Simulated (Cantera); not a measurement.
Standard-state values (1 bar) from the NASA 1993 polynomials, evaluated with Cantera. Values are per mole of reaction as written; species without (g) are pure solids or liquids, kept so even where they would boil at 1 bar. TaC: taken at fixed stoichiometry.

**Question.** Between 300 and 623 K, where is each reaction favourable under standard conditions?
- TaO₂(g) + C₂H₄(g) = TaC + CH₃OH(g) + O(g)

**Answer.** 
- TaO₂(g) + C₂H₄(g) = TaC + CH₃OH(g) + O(g): ΔG° is 69 kJ at 300 K and 86 kJ at 623 K; it stays positive (K < 1). ΔH° is 57 kJ and ΔS° -46 J/K at 623 K.
